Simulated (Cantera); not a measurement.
An isothermal, constant-pressure homogeneous reactor starts with 84.0 % NH3, 16.0 % N2, at 1875 K and 150000 Pa.

Cantera simulation using the gas-phase N/H chemistry of the illustrative SiF4/NH3 mechanism in the Surface Chemkin manual (1991); the numbers are that mechanism's predictions, not measurements. Walls and surfaces, which speed up NH3 decomposition in real reactors, are not modelled.

x: mole fraction; the columns are a selection and need not sum to one.

```json
[
 {"t (s)": "0.000200", "x NH3": "0.838", "x N2": "0.160", "x NH2": "0.000634", "x H": "6.59e-7", "x NH": "2.83e-6", "x N2H4": "8.27e-7"},
 {"t (s)": "0.000796", "x NH3": "0.831", "x N2": "0.161", "x NH2": "0.000645", "x H": "2.24e-6", "x NH": "3.19e-6", "x N2H4": "8.54e-7"},
 {"t (s)": "0.00317", "x NH3": "0.805", "x N2": "0.166", "x NH2": "0.000608", "x H": "8.07e-6", "x NH": "3.74e-6", "x N2H4": "7.59e-7"},
 {"t (s)": "0.0126", "x NH3": "0.712", "x N2": "0.183", "x NH2": "…", "x H": "2.83e-5", "x NH": "4.43e-6", "x N2H4": "5.76e-7"},
 {"t (s)": "0.0502", "x NH3": "0.468", "x N2": "0.228", "x NH2": "…", "x H": "9.02e-5", "x NH": "4.30e-6", "x N2H4": "3.03e-7"},
 {"t (s)": "0.200", "x NH3": "0.151", "x N2": "0.287", "x NH2": "…", "x H": "0.000227", "x NH": "2.75e-6", "x N2H4": "5.82e-8"},
 {"t (s)": "0.796", "x NH3": "0.0203", "x N2": "0.311", "x NH2": "…", "x H": "0.000388", "x NH": "7.83e-7", "x N2H4": "2.18e-9"},
 {"t (s)": "3.17", "x NH3": "0.00301", "x N2": "0.314", "x NH2": "…", "x H": "0.000440", "x NH": "1.44e-7", "x N2H4": "5.92e-11"},
 {"t (s)": "12.6", "x NH3": "0.000642", "x N2": "0.315", "x NH2": "…", "x H": "0.000445", "x NH": "3.13e-8", "x N2H4": "2.75e-12"},
 {"t (s)": "50.2", "x NH3": "0.000155", "x N2": "0.315", "x NH2": "…", "x H": "0.000446", "x NH": "7.56e-9", "x N2H4": "<1e-12"},
 {"t (s)": "200", "x NH3": "3.97e-5", "x N2": "0.315", "x NH2": "…", "x H": "0.000446", "x NH": "1.94e-9", "x N2H4": "<1e-12"}
]
```

Problem. Fill in the missing entries.

Solution. 
- 0.0126, x NH2: 0.000529
- 0.0502, x NH2: 0.000384
- 0.200, x NH2: 0.000168
- 0.796, x NH2: 3.26e-5
- 3.17, x NH2: 5.37e-6
- 12.6, x NH2: 1.16e-6
- 50.2, x NH2: 2.79e-7
- 200, x NH2: 7.15e-8
